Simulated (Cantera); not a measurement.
What does this Cantera script print?

```python
import numpy as np
import cantera as ct

gas = ct.Solution("gri30.yaml")
gas.TPX = 1273, 14000, {'CO': 0.002, 'O2': 0.018, 'H2O': 0.00031, 'N2': 1}
inlet = ct.Reservoir(gas, clone=True)

reactor = ct.IdealGasConstPressureReactor(gas, energy="off", clone=False)
exhaust = ct.Reservoir(gas, clone=True)
tau = [3.1, 1, 0.33, 0.11, 0.036, 0.012, 0.0038, 0.0013][0]
for a, b in ((inlet, reactor), (reactor, exhaust)):
    ct.MassFlowController(a, b, mdot=lambda t: reactor.mass / tau)
net = ct.ReactorNet([reactor])
show = ['CO', 'O2', 'H2O', 'OH', 'NO']

rows = []
print(f"{'tau/s':>10s}{'T/K':>9s}" + "".join(f"{s:>11s}" for s in show))
for tau in [3.1, 1, 0.33, 0.11, 0.036, 0.012, 0.0038, 0.0013]:
    net.initial_time = 0.0
    net.advance(30 * tau)
    before = gas.X
    net.advance(40 * tau)
    drift = np.max(np.abs(gas.X - before) / (gas.X + 1e-9))
    rows.append([gas.T, *gas[show].X, drift])
    print(f"{tau:10.3e}{gas.T:9.1f}" + "".join(f"{x:11.3e}" for x in gas[show].X))
```

Result:

```
     tau/s      T/K         CO         O2        H2O         OH         NO
 3.100e+00   1273.0  1.077e-04  1.669e-02  2.947e-04  1.476e-05  4.960e-07
 1.000e+00   1273.0  2.243e-04  1.672e-02  2.889e-04  2.041e-05  3.078e-07
 3.300e-01   1273.0  4.486e-04  1.677e-02  2.801e-04  2.655e-05  1.827e-07
 1.100e-01   1273.0  8.449e-04  1.692e-02  2.715e-04  3.058e-05  8.749e-08
 3.600e-02   1273.0  1.420e-03  1.722e-02  2.773e-04  2.643e-05  1.587e-08
 1.200e-02   1273.0  1.891e-03  1.758e-02  2.988e-04  7.571e-06  1.031e-10
 3.800e-03   1273.0  1.960e-03  1.764e-02  3.038e-04  2.391e-10  3.701e-16
 1.300e-03   1273.0  1.960e-03  1.764e-02  3.038e-04  2.585e-11  3.619e-17
```

Computed with Cantera and GRI-Mech 3.0 (53 species, 325 reactions).
